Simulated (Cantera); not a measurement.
Input: 1 mol MgO, 0.037 mol N2, equilibrated at 0.0100 bar.

Method: chemical equilibrium by Gibbs-energy minimisation in Cantera with the NASA 1993 tables (ideal gas, pure condensed phases). Candidate condensed phases: Mg, MgO; 13 gas species. Rates play no part.

**Question.** At 2450 K, list the 6 most abundant gas species with their mole fractions, and the condensed phases.

**Answer.** N2 0.865, Mg 0.0794, O2 0.0266, O 0.0184, NO 0.00784, MgO 0.00276. Condensed: MgO(s).
